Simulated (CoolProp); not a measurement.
Properties of carbon dioxide at several states.

The numbers come from the reference Helmholtz-energy equation of state, Span 1996 in CoolProp.

| T (K) | p (bar) | phase | speed of sound (m/s) | Joule-Thomson coefficient (K/MPa) | isothermal compressibility (1/MPa) | viscosity (µPa s) | fugacity coefficient |
|---|---|---|---|---|---|---|---|
| 861 | 0.942 | gas | 439.8 | 0.7491 | 10.61 | 36.9 | 1.000 |
| 574.8 | 173 | supercritical | 375.0 | 1.638 | 0.05830 | 30.0 | 0.9522 |
| 746.4 | 0.426 | gas | 410.9 | 1.148 | 23.47 | 33.1 | 1.000 |
| 363.7 | 21.5 | gas | 285.9 | 6.626 | 0.4932 | 18.3 | 0.9463 |

Viscosity comes from a separate model (Laesecke 2017).
